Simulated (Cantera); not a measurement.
Aluminium nitride and oxide growth: Al + HCl + N2

Charge: 1 mol Al, a varied amount of HCl, 110 mol N2, at 0.133 bar.

Cantera equilibrium calculation (NASA polynomials, part measured and part estimated; ideal gas, pure solids and liquids). Candidate condensed phases: Al, AlCl3, AlN, NH4Cl; 20 gas species. The tables' values for AlCl2 are old estimates. Kinetics and transport are ignored.

Stable condensed phases:

```
T in K \ n(HCl) in mol
         1.2 1.7 2.2 2.6 3.1 3.6 4.1 4.5   5 5.5
   1900    A   A   A   A   A   A   A   A   A   A
   1800    B   A   A   A   A   A   A   A   A   A
   1700    B   B   A   A   A   A   A   A   A   A
   1600    B   B   B   B   B   A   A   A   A   A
   1500    B   B   B   B   B   B   A   A   A   A
   1400    B   B   B   B   B   B   A   A   A   A
   1300    B   B   B   B   B   B   A   A   A   A
   1200    B   B   B   B   B   B   B   A   A   A
   1100    B   B   B   B   B   B   B   A   A   A
```

A: gas only; B: AlN.
